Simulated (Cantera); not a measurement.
Feed: 1 mol N2O, 0.81 mol H2O, 0.069 mol O2, held at 2600 K and 0.0980 bar.

Equilibrium computed with Cantera from the NASA thermochemical tables; the gas is ideal and each condensed phase is pure. Candidate condensed phases: H2O; 24 gas species. Kinetics and transport are ignored.

Base state: N2 0.389, H2O 0.268, O2 0.200, OH 0.0564, O 0.0332, NO 0.0187, H2 0.0182, H 0.0165 (mole fractions); condensed: gas only.

Task: What changes in the equilibrium state with this change: temperature from 2600 K to 950 K?

Result: 
| species | before | after |
|---|---|---|
| N2 | 0.389 | 0.420 |
| H2O | 0.268 | 0.340 |
| O2 | 0.200 | 0.239 |
| OH | 0.0564 | 1.40e-7 |
| O | 0.0332 | <1e-9 |
| H2 | 0.0182 | <1e-9 |
| H | 0.0165 | <1e-9 |
| NO | 0.0187 | 1.37e-5 |
| HO2 | 1.63e-5 | <1e-9 |

Task: What changes in the equilibrium state with this change: N2O replaced by SF6?

Result: 
| species | before | after |
|---|---|---|
| F | 0 | 0.619 |
| HF | 0 | 0.239 |
| SO | 0 | 0.0544 |
| N2 | 0.389 | 0 |
| H2O | 0.268 | 1.24e-8 |
| SO2 | 0 | 0.0410 |
| NO | 0.0187 | 0 |
| S | 0 | 0.0175 |
| SF | 0 | 0.0141 |
| H2 | 0.0182 | 1.61e-8 |
| OH | 0.0564 | 2.78e-6 |
| H | 0.0165 | 1.56e-5 |
| O2 | 0.200 | 0.000547 |
| O | 0.0332 | 0.00174 |
| S2 | 0 | 0.00692 |
| SF2 | 0 | 0.00582 |
The tables' values for SOF2, S2F2 (SSF2), SF3 are old estimates; treat these amounts as uncertain. Further candidate phases: H2SO4, S.
